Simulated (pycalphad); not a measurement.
All values are pycalphad results on the COST 507 light-alloy database (1999) (1 atm), not direct measurements. These are 1990s assessments: newer ones move some temperatures and phases. Phase fractions are per mole of atoms.

### Question
Give the equilibrium state of Si-52.35Al (at.%) at 577 °C.

### Answer
fcc, fraction 0.531, with 98.5 Al at.%; diamond (Si), fraction 0.469, with <0.01 Al at.%.

### Question
Give the equilibrium state of Si-52.35Al (at.%) at 877 °C.

### Answer
```
T = 1150.00 K, P = 101325 Pa, N = 1 mol of atoms
G = -49160 J/mol, H = 39941 J/mol, S = 77.48 J/(mol K)  (SER reference)
chemical potentials (J/mol): Si -37765, Al -59532
phase             fraction      x(Si)      x(Al)
LIQUID              0.7884     0.3360     0.6640
DIAMOND_A4          0.2116     1.0000   2.59e-05
```

DIAMOND_A4 is diamond (Si).
